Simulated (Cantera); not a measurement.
# Carbothermic reduction: TiO2 + CH4 + H2

Input: 1 mol TiO2, 0.45 mol CH4, 8.8 mol H2, at 15.0 mbar.

These are equilibrium values from Cantera (NASA tables, ideal gas, pure condensed phases), not measurements of a reactor. Candidate condensed phases: C, C6H6, C7H8, C8H18, H2O, Ti, TiC, TiO, TiO2, Ti2O3, Ti3O5, Ti4O7; 113 gas species. Mutual solubility and eutectic melting of coexisting phases are not modelled. Condensed phases not in the tables: Magnéli phases beyond Ti4O7. Rates play no part.

```tsv
T (°C)	x H2	x CO	x CH4	x H2O	x H	x CO2	x C2H2 (acetylene)	x C2H4	n C(graphite)	n TiO2(rutile)	n Ti4O7(s)	n Ti3O5(s)	n Ti2O3(s)
727	0.986	0.0125	0.00139	7.30e-5	1.84e-8	1.33e-6	1.13e-9	8.62e-9	0.314	0.507	0.123	0	0
777	0.974	0.0251	0.000815	6.65e-5	6.54e-8	2.02e-6	4.03e-9	1.05e-8	0.193	0	0.250	0	0
827	0.969	0.0302	0.000506	3.93e-5	2.08e-7	1.21e-6	1.29e-8	1.26e-8	0.143	0	0.0921	0.210	0
877	0.966	0.0332	0.000328	2.26e-5	5.99e-7	6.53e-7	3.74e-8	1.49e-8	0.114	0	0	0.333	0
927	0.956	0.0442	0.000114	3.12e-5	1.58e-6	1.05e-6	2.72e-8	4.75e-9	0	0	0	0.102	0.348
977	0.956	0.0443	2.90e-5	4.97e-5	3.86e-6	1.47e-6	8.93e-9	7.36e-10	0	0	0	0.0996	0.351
1027	0.956	0.0443	8.17e-6	7.64e-5	8.83e-6	2.01e-6	3.17e-9	1.30e-10	0	0	0	0.0986	0.352
1077	0.956	0.0443	2.52e-6	0.000114	1.90e-5	2.69e-6	1.21e-9	2.62e-11	0	0	0	0.0977	0.353
1127	0.955	0.0443	8.45e-7	0.000166	3.88e-5	3.54e-6	4.91e-10	5.86e-12	0	0	0	0.0966	0.355
1177	0.955	0.0443	3.05e-7	0.000235	7.55e-5	4.58e-6	2.12e-10	1.45e-12	0	0	0	0.0951	0.357
```
x: gas mole fraction; n: condensed amount in mol.

At 727 °C the condensed part is C(graphite) + TiO2(rutile) + Ti4O7(s). At 777 °C the condensed part is C(graphite) + Ti4O7(s). At 827 °C the condensed part is C(graphite) + Ti3O5(s) + Ti4O7(s). At 877 °C the condensed part is C(graphite) + Ti3O5(s). From 927 °C to 1177 °C the condensed part is Ti2O3(s) + Ti3O5(s).
